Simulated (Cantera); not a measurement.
A closed system holds: 1 mol SiHCl3, 37 mol N2, 0.38 mol H2, equilibrated at 1925 K and 1330 Pa.

Method: chemical equilibrium by Gibbs-energy minimisation in Cantera with the NASA 1993 tables (ideal gas, pure condensed phases). Candidate condensed phases: NH4Cl, Si, Si3N4; 28 gas species. The tables' values for SiCl, SiCl3 are old estimates; treat these amounts as uncertain. Equilibrium is a limit: real reactors are often held back by kinetics, nucleation or transport.

Base state: N2 0.938, SiCl2 0.0247, HCl 0.0243, H2 0.00976, Cl 0.00153, H 0.000818, SiCl 0.000250, SiCl3 0.000212 (mole fractions); condensed: gas only.

Q: What changes in the equilibrium state with this change: temperature from 1925 K to 1050 K?

A: 
| species | before | after |
|---|---|---|
| N2 | 0.938 | 0.948 |
| HCl | 0.0243 | 0.0383 |
| SiCl4 | 2.36e-6 | 0.00982 |
| SiCl2 | 0.0247 | 3.69e-6 |
| SiCl | 0.000250 | <1e-9 |
| Si | 0.000203 | <1e-9 |
| H | 0.000818 | 4.25e-9 |
| Si3N4(s), mol | 0 | 0.206 |
N2 is the only nitrogen source here; it is nearly inert below about 1500 K, so the nitride shown seldom forms there in practice. The tables' values for SiCl3 are old estimates; treat these amounts as uncertain.

Q: What changes in the equilibrium state with this change: H2 from 0.38 to 0.2 mol?

A: 
```
species    before     after
-------  --------  --------
N2          0.938     0.943
SiCl2      0.0247    0.0249
HCl        0.0243    0.0237
H2        0.00976   0.00567
Si       0.000203  0.000125
H        0.000818  0.000624
SiCl3    0.000212  0.000273
```
The tables' values for SiCl3, SiCl are old estimates; treat these amounts as uncertain.

Q: What changes in the equilibrium state with this change: H2 from 0.38 to 30 mol?

A: 
| species | before | after |
|---|---|---|
| N2 | 0.938 | 0.534 |
| H2 | 0.00976 | 0.422 |
| HCl | 0.0243 | 0.0308 |
| SiCl2 | 0.0247 | 0.00591 |
| SiH2 | 1.04e-7 | 2.87e-5 |
| SiH | 1.89e-6 | 7.97e-5 |
| Si2 | 2.72e-7 | 1.12e-5 |
| Si(l), mol | 0 | 0.459 |
The tables' values for SiCl, SiN are old estimates; treat these amounts as uncertain. Gases not in the tables: Si2H6 and higher silanes.
